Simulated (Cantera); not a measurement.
**Si + HCl + H₂ (chlorosilane synthesis and conversion)**

Charge: 1 mol Si, 0.87 mol HCl, 13 mol H₂, held at 101000 Pa.

These are equilibrium values from Cantera (NASA tables, ideal gas, pure condensed phases), not measurements of a reactor. Candidate condensed phases: Si; 19 gas species. The tables' values for SiCl₃ are old estimates; treat these amounts as uncertain. Rates play no part.

| T (K) | log p H₂ | log p HCl | log p SiHCl₃ | log p SiCl₂ | log p SiCl₄ | log p SiCl₃ | n Si(s) |
|---|---|---|---|---|---|---|---|
| 1098 | -0.01 | -1.89 | -2.14 | -3.46 | -2.19 | -3.40 | 0.791 |
| 1148 | -0.01 | -1.76 | -2.19 | -3.17 | -2.25 | -3.23 | 0.806 |
| 1198 | -0.01 | -1.65 | -2.26 | -2.91 | -2.33 | -3.10 | 0.823 |
| 1248 | -0.01 | -1.56 | -2.35 | -2.70 | -2.44 | -3.00 | 0.839 |
| 1298 | -0.01 | -1.48 | -2.47 | -2.52 | -2.59 | -2.95 | 0.854 |
| 1348 | -0.02 | -1.43 | -2.62 | -2.39 | -2.78 | -2.94 | 0.866 |
| 1398 | -0.02 | -1.39 | -2.80 | -2.29 | -3.02 | -2.97 | 0.875 |
| 1448 | -0.02 | -1.36 | -3.00 | -2.22 | -3.28 | -3.03 | 0.880 |
| 1498 | -0.02 | -1.35 | -3.21 | -2.18 | -3.55 | -3.12 | 0.883 |
log p: log10 of the partial pressure in bar; n: condensed amount in mol.

From 1098 K to 1498 K the condensed part is Si(s). The main Si-bearing gas is SiHCl₃ at 1098 K and SiCl₂ at 1498 K. The share of Si in condensed phases is highest at 1498 K (88.3 %) and lowest at 1098 K (79.1 %).
